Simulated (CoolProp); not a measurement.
Vapour-liquid equilibrium of o-xylene (1) + n-decane (2) at 0.0087 MPa; x and y are mole fractions of (1).

The numbers come from the multi-fluid Helmholtz-energy mixture model, Zhou 2012 and Lemmon 2006; pair parameters Bell 2016 in CoolProp.

```tsv
x	bubble temperature (K)	y at the bubble point	dew temperature at overall composition x (K)	liquid density (mol/L)
0.05	368.6	[?]	370.0	[?]
0.2	362.9	0.422	367.4	5.170
0.35	358.0	0.619	364.4	5.560
0.5	[?]	0.755	361.1	[?]
0.65	[?]	0.853	357.2	6.478
0.8	[?]	[?]	352.4	7.027
0.95	344.7	0.984	346.3	7.653
```

Task: What belongs in the gaps?

Result: 
- 0.05, y at the bubble point: 0.128
- 0.05, liquid density (mol/L): 4.815
- 0.5, bubble temperature (K): 354.0
- 0.5, liquid density (mol/L): 5.993
- 0.65, bubble temperature (K): 350.5
- 0.8, bubble temperature (K): 347.4
- 0.8, y at the bubble point: 0.926

No azeotrope shows between x = 0.05 and 0.95.

Pair parameters are fitted to limited data, so mixtures are less certain than the pure fluids.
